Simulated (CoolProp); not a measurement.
n-heptane along the isotherm 326.85 °C: Z from the reference equation and from simpler models built on Tc = 268.1 °C, pc = 2.774 MPa, ω = 0.349; each cubic takes its own stable root.

Values from CoolProp's reference Helmholtz-energy equation of state, Span 2003. It is a short technical equation, of lower accuracy than the large ones.

| p (MPa) | phase | reference | van der Waals | Soave-Redlich-Kwong |
|---|---|---|---|---|
| 0.52 | gas | 0.9537 | 0.9553 | 0.9553 |
| 1.04 | gas | [?] | 0.9070 | 0.9087 |
| 1.56 | gas | [?] | [?] | 0.8599 |
| 2.08 | gas | [?] | 0.7953 | 0.8086 |
| 2.6 | gas | 0.7361 | [?] | 0.7545 |
| 3.12 | supercritical | 0.6721 | 0.6471 | [?] |
| 3.64 | supercritical | 0.6051 | 0.5477 | 0.6399 |
| 4.16 | supercritical | [?] | 0.4638 | 0.5846 |

Task: What belongs in the gaps?

Result: 
- 1.04, reference: 0.9046
- 1.56, reference: 0.8522
- 1.56, van der Waals: 0.8542
- 2.08, reference: 0.7962
- 2.6, van der Waals: 0.7278
- 3.12, Soave-Redlich-Kwong: 0.6979
- 4.16, reference: 0.5377
